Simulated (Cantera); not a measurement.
An isothermal, constant-pressure homogeneous reactor starts with NO : N2 = 1 : 0.43 (molar parts), at 2150 K and 20.0 Torr.

Model: GRI-Mech 3.0 (53 species, 325 reactions), integrated in Cantera. Radical loss at walls, strong at low pressure, is not modelled.

x: mole fraction; the columns are a selection and need not sum to one.

| t (s) | x NO | x O | x O2 | x NO2 | x N2O | x N2 |
|---|---|---|---|---|---|---|
| 3.00e-6 | 0.699 | 1.25e-7 | 1.04e-11 | 6.19e-12 | 1.25e-7 | 0.301 |
| 1.66e-5 | 0.699 | ? | 3.18e-10 | 1.89e-10 | ? | 0.301 |
| 9.17e-5 | 0.699 | 3.85e-6 | 9.75e-9 | 5.61e-9 | 3.80e-6 | 0.301 |
| 0.000507 | 0.699 | 2.19e-5 | 3.06e-7 | 1.50e-7 | 2.03e-5 | 0.301 |
| 0.00280 | 0.699 | ? | ? | ? | ? | 0.301 |
| 0.0155 | 0.697 | 0.000885 | 0.000438 | 1.72e-5 | 0.000207 | 0.301 |
| 0.0856 | 0.679 | 0.00207 | 0.00879 | 3.59e-5 | 0.000165 | 0.310 |
| 0.473 | 0.550 | 0.00363 | 0.0719 | 6.96e-5 | 8.79e-5 | 0.374 |
| 2.62 | 0.105 | 0.00654 | 0.293 | 2.76e-5 | 2.44e-6 | 0.596 |
| 14.5 | 0.0132 | 0.00700 | 0.338 | 3.73e-6 | 1.08e-7 | 0.641 |
| 80.0 | 0.0129 | 0.00700 | 0.338 | 3.65e-6 | 1.06e-7 | 0.642 |

Problem. Fill in the missing entries.

Solution. 
- 1.66e-5, x O: 6.93e-7
- 1.66e-5, x N2O: 6.91e-7
- 0.00280, x O: 0.000137
- 0.00280, x O2: 1.05e-5
- 0.00280, x NO2: 2.58e-6
- 0.00280, x N2O: 9.31e-5
